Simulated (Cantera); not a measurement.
Cantera run, input and output.

```python
import numpy as np
import cantera as ct

gas = ct.Solution("gri30.yaml")
gas.TP = 300, 43000
flame = ct.CounterflowDiffusionFlame(gas, width=0.02)
flame.fuel_inlet.X, flame.fuel_inlet.T = {'CO': 1, 'H2': 0.064, 'CH4': 0.22}, 375
flame.oxidizer_inlet.X, flame.oxidizer_inlet.T = {'O2': 0.18, 'N2': 0.82}, 400
flame.set_refine_criteria(ratio=3, slope=0.12, curve=0.24, prune=0.03)
show = ['OH', 'H', 'NO', 'CO', 'C2H2']

rows = []
print(f"{'mdot':>8s}{'a_max':>10s}{'a_mean':>10s}{'Tmax/K':>9s}" + "".join(f"{s:>11s}" for s in show) + "   (peak mole fractions)")
for i, mdot in enumerate([0.26, 0.44, 0.74, 1.2, 2.1, 3.6, 6]):  # kg/m2/s on the oxidiser side
    flame.oxidizer_inlet.mdot, flame.fuel_inlet.mdot = mdot, 0.83 * mdot
    flame.solve(loglevel=0, auto=(i == 0))
    if flame.T.max() < max(375, 400) + 100:
        print(f"{mdot:8.3g}  no burning solution found from the previous one")
        break
    dT = np.abs(np.gradient(flame.T, flame.grid))
    rows.append([flame.strain_rate("max"), flame.strain_rate("mean"), flame.T.max(),
                 *(flame.X[gas.species_index(s)].max() for s in show), max(dT[0], dT[-1]) / dT.max()])
    print(f"{mdot:8.3g}{rows[-1][0]:10.1f}{rows[-1][1]:10.1f}{rows[-1][2]:9.1f}" + "".join(f"{x:11.3e}" for x in rows[-1][3:-1]))
```

Output:

```
    mdot     a_max    a_mean   Tmax/K         OH          H         NO         CO       C2H2   (peak mole fractions)
    0.26     286.2      66.7   1804.5  4.646e-03  7.816e-03  7.274e-05  7.791e-01  3.846e-03
    0.44     458.0     112.9   1765.6  4.226e-03  8.174e-03  5.058e-05  7.792e-01  3.299e-03
    0.74     733.2     189.9   1711.9  3.599e-03  8.001e-03  2.831e-05  7.793e-01  2.303e-03
     1.2    1127.5     307.9   1612.8  2.538e-03  6.432e-03  8.630e-06  7.795e-01  8.636e-04
     2.1  no burning solution found from the previous one
```

Computed with Cantera and GRI-Mech 3.0 (53 species, 325 reactions). GRI-Mech 3.0 has no aromatics or soot, which form on the fuel side of real flames. The maximum strain rate includes the flame's own expansion and is several times the mean. A flux with no burning solution from the previous one only brackets extinction.
